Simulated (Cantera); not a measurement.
Charge: 1 mol Fe(CO)₅, 2.3 mol H₂, 0.17 mol N₂, at 777 °C and 6.90 bar.

These are equilibrium values from Cantera (NASA tables, ideal gas, pure condensed phases), not measurements of a reactor. Candidate condensed phases: C, C₆H₆, C₇H₈, C₈H₁₈, Fe, Fe(CO)₅, FeO, Fe(OH)₂, Fe(OH)₃, Fe₂O₃, Fe₃O₄, H₂O; 140 gas species. The tables' stoichiometric FeO is somewhat more stable than real wüstite, so its field is too wide. FeO: taken at fixed stoichiometry. Kinetics and transport are ignored.

Base state: CO 0.346, H₂ 0.286, CO₂ 0.177, H₂O 0.124, N₂ 0.0350, CH₄ 0.0322, NH₃ 8.35e-5 (mole fractions); condensed: C(graphite) + FeO(s).

What changes in the equilibrium state with this change: Fe(CO)₅ replaced by HgO?


| species | before | after |
|---|---|---|
| H₂ | 0.286 | 0.374 |
| Hg | 0 | 0.288 |
| H₂O | 0.124 | 0.288 |
| CO | 0.346 | 0 |
| CO₂ | 0.177 | 0 |
| CH₄ | 0.0322 | 0 |
| N₂ | 0.0350 | 0.0489 |
| NH₃ | 8.35e-5 | 0.000148 |
| C(graphite), mol | 2.30 | 0 |
| FeO(s), mol | 1.00 | 0 |
Further candidate phases: Hg, HgO.

What changes in the equilibrium state with this change: Fe(CO)₅ replaced by Hg?


```json
[
 {"species": "H₂", "before": "0.286", "after": "0.663"},
 {"species": "Hg", "before": "0", "after": "0.288"},
 {"species": "N₂", "before": "0.0350", "after": "0.0488"},
 {"species": "CO", "before": "0.346", "after": "0"},
 {"species": "CO₂", "before": "0.177", "after": "0"},
 {"species": "H₂O", "before": "0.124", "after": "0"},
 {"species": "CH₄", "before": "0.0322", "after": "0"},
 {"species": "NH₃", "before": "8.35e-5", "after": "0.000349"},
 {"species": "C(graphite), mol", "before": "2.30", "after": "0"},
 {"species": "FeO(s), mol", "before": "1.00", "after": "0"}
]
```
Further candidate phases: Hg.

What changes in the equilibrium state with this change: pressure from 6.90 bar to 4.20 mbar?


```
species            before     after
----------------  -------  --------
CO                  0.346     0.669
H₂                  0.286     0.308
N₂                 0.0350    0.0228
CO₂                 0.177  0.000402
H₂O                 0.124  0.000157
CH₄                0.0322   2.28e-5
NH₃               8.35e-5   4.59e-8
C(graphite), mol     2.30   0.00399
FeO(s), mol          1.00         0
Fe(α), mol              0      1.00
```
Condensed phases not in the tables: cementite and carbon dissolved in iron.
